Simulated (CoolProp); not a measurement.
Model: reference Helmholtz-energy equation of state, Akasaka 2024, in CoolProp.

Task: Give the vapour pressure (bar), liquid density (kg/m³), vapour density (kg/m³), enthalpy of vaporisation (kJ/kg) of saturated R1132(E) at 270.2, 277.4, 320.8 K.

Result: 
| T (K) | p (bar) | liquid density (kg/m³) | vapour density (kg/m³) | enthalpy of vaporisation (kJ/kg) |
|---|---|---|---|---|
| 270.2 | 7.44 | 1010 | 24.5 | 255 |
| 277.4 | 9.30 | 989 | 30.6 | 246 |
| 320.8 | 28.6 | 814 | 106 | 170 |
